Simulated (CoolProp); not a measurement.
Properties of ammonia along the isotherm 337.8 K.

Values from CoolProp's reference Helmholtz-energy equation of state, Gao 2020.

```csv
p (bar),phase,Z,cv (kJ/(kg K)),speed of sound (m/s),Joule-Thomson coefficient (K/MPa),conductivity (mW/(m K)),Prandtl number
17.8,gas,0.8733,…,426.6,16.92,31.1,1.13
35.5,liquid,0.04002,2.746,1035,…,379,1.28
53.3,liquid,0.05975,2.743,1056,0.07151,384,1.26
71,liquid,0.07915,2.741,1077,0.05665,388,1.25
88.8,liquid,0.09848,2.739,1096,0.04308,393,1.24
107,liquid,0.1181,2.737,1115,0.03041,397,1.23
124,liquid,0.1362,2.736,1131,0.01952,401,1.23
142,liquid,0.1553,2.736,1149,0.008876,405,1.22
160,liquid,0.1742,2.735,1165,-0.0009846,409,1.21
178,liquid,0.1930,2.735,1181,-0.01015,412,1.21
195,liquid,0.2106,2.734,1195,-0.01824,416,1.20
213,liquid,0.2291,2.734,1210,-0.02626,420,1.20
231,liquid,0.2475,2.735,1225,-0.03379,423,1.19
249,liquid,0.2659,2.735,1239,-0.04087,427,1.19
266,liquid,0.2830,2.735,1252,-0.04718,430,1.19
284,liquid,0.3012,2.736,1265,-0.05350,…,1.18
```

What belongs in the gaps?


- 17.8, cv (kJ/(kg K)): 2.101
- 35.5, Joule-Thomson coefficient (K/MPa): 0.08808
- 284, conductivity (mW/(m K)): 433

Viscosity comes from a separate model (Fenghour 1995). Thermal conductivity comes from a separate model (Tufeu 1984).
